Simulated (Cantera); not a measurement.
Cantera run:

```python
import numpy as np
import cantera as ct

gas_names = """
    B BH BH2 BH3 BN BO BO2 B2 B2O B2O2 B2O3 B3O3H3 H HBO HBO2 HNO HNO2 HNO3 HO2 H2 H2O H2O2 H3B3O6 N NH
    NH2 NH3 NH2OH NO NO2 NO3 N2 N2H2 N2H4 N2O O OH O2 O3
""".split()
cond_names = """
    B(b) B(L) BN(s) B2O3(L) B3O3H3(cr) H2O(s) H2O(L)
""".split()


def load(file, names, dense=False):
    # The tables refer to 1 bar. Condensed volumes are neglected.
    table = {s.name: s for s in ct.Species.list_from_file(file)}
    out = []
    for n in names:
        d = dict(table[n].input_data)
        d["thermo"] = dict(d["thermo"], **{"reference-pressure": 1e5})
        if dense:
            d["equation-of-state"] = {"model": "constant-volume", "density": "1e6 g/cm^3"}
        out.append(ct.Species.from_dict(d))
    return out


gas = ct.Solution(thermo="ideal-gas", species=load("nasa_gas.yaml", gas_names))
cond = {s.name: ct.Solution(thermo="fixed-stoichiometry", species=[s], name=s.name)
        for s in load("nasa_condensed.yaml", cond_names, dense=True)}
atoms = {
    'borazine': {'B': 3, 'N': 3, 'H': 6},
    'O2': {'O': 2},
    'H2': {'H': 2},
    'H2O': {'H': 2, 'O': 1},
}
top_T = {'BN(s)': 3200}  # K; cautious upper limits of use, not melting points


def equilibrate(T, P, feed):
    n = {}
    for name, mol in feed.items():
        for a, k in atoms[name].items():
            n[a] = n.get(a, 0.0) + k * mol
    gas.TPX = T, P, n
    mass = sum(n.values()) * gas.mean_molecular_weight
    gas.equilibrate("TP")
    valid = [c for c in cond.values() if c.min_temp <= T <= top_T.get(c.name, c.max_temp)]
    mix = ct.Mixture([(gas, mass / gas.mean_molecular_weight)] + [(c, 0.0) for c in valid])
    mix.T, mix.P = T, P
    mix.equilibrate("TP", solver="vcs", rtol=1e-11, max_steps=5000)
    return mix


results = []
T = 2000  # K
P = 11  # Pa
for m in [0.073, 0.12, 0.21, 0.35, 0.59, 0.99, 1.7]:
    feed = {'borazine': 1, 'O2': m, 'H2': 1.2, 'H2O': 3.8}  # mol
    mix = equilibrate(T, P, feed)
    results.append((T, P, feed, dict(zip(mix.species_names, mix.species_moles))))

top = {s: max(r[3][s] / sum(r[3][g] for g in gas_names) for r in results) for s in gas_names}
cols = sorted((s for s in top if top[s] > 1e-05), key=lambda s: -top[s])[:8]
seen = [c for c in cond_names if any(r[3].get(c, 0) > 1e-12 for r in results)]
print("log10 of partial pressures in bar; condensed amounts in mol")
print(f"{'n(O2)':>10s}" + "".join(f"{s[:9]:>10s}" for s in cols + seen))
for T, P, feed, n in results:
    ng = sum(n[g] for g in gas_names)
    print(f"{feed['O2']:10.4g}" + "".join(f"{np.log10(max(n[s] / ng * P / 1e5, 1e-99)):10.3f}" for s in cols)
          + "".join(f"{n.get(c, 0):10.4g}" for c in seen))
```

It prints:

```
log10 of partial pressures in bar; condensed amounts in mol
     n(O2)        H2      HBO2       H2O        N2         H        BO      B2O3       HBO
     0.073    -4.213    -5.409    -6.410    -4.872    -4.895    -4.988    -5.390    -5.468
      0.12    -4.213    -5.355    -6.328    -4.871    -4.895    -5.016    -5.363    -5.495
      0.21    -4.214    -5.262    -6.181    -4.868    -4.896    -5.071    -5.325    -5.551
      0.35    -4.217    -5.140    -5.969    -4.865    -4.897    -5.161    -5.291    -5.643
      0.59    -4.229    -4.979    -5.652    -4.860    -4.903    -5.324    -5.287    -5.811
      0.99    -4.262    -4.815    -5.247    -4.855    -4.920    -5.581    -5.363    -6.085
       1.7    -4.356    -4.691    -4.818    -4.851    -4.967    -5.932    -5.544    -6.483
```

Method: chemical equilibrium by Gibbs-energy minimisation in Cantera with the NASA 1993 tables (ideal gas, pure condensed phases). The feed counts by its element totals alone.
